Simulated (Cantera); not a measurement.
Pyrogenic steam for wet oxidation

A perfectly stirred reactor is fed with H2 : O2 : N2 = 1.1 : 1 : 6.3 (molar parts), at 750 Torr; it is held at 1023 K, and followed from long to short residence time.

Model: the H2/O2 subset of GRI-Mech 3.0, which has no nitrogen chemistry, integrated in Cantera. The temperature is held fixed by assumption; the heat of reaction is taken as removed at once.

```tsv
τ (s)	x H2	x O2	x H2O	x O	x OH	x H2O2
0.75	0.00607	0.0601	0.134	1.39e-6	1.73e-6	5.46e-5
0.45	0.00840	0.0612	0.131	1.78e-6	2.04e-6	7.08e-5
0.28	0.0110	0.0625	0.128	2.25e-6	2.43e-6	8.48e-5
0.17	0.0141	0.0639	0.125	2.96e-6	3.05e-6	9.50e-5
0.10	0.0173	0.0654	0.121	4.14e-6	4.12e-6	9.66e-5
0.062	0.0195	0.0664	0.119	5.90e-6	5.78e-6	8.80e-5
0.038	0.0210	0.0671	0.118	8.89e-6	8.66e-6	7.20e-5
0.023	0.0220	0.0676	0.117	1.39e-5	1.36e-5	5.36e-5
0.014	0.0228	0.0680	0.116	2.18e-5	2.13e-5	3.79e-5
0.0084	0.0240	0.0686	0.114	3.42e-5	3.35e-5	2.59e-5
0.0051	0.0258	0.0694	0.112	5.20e-5	5.06e-5	1.80e-5
```
x: mole fraction; the columns are a selection and need not sum to one.
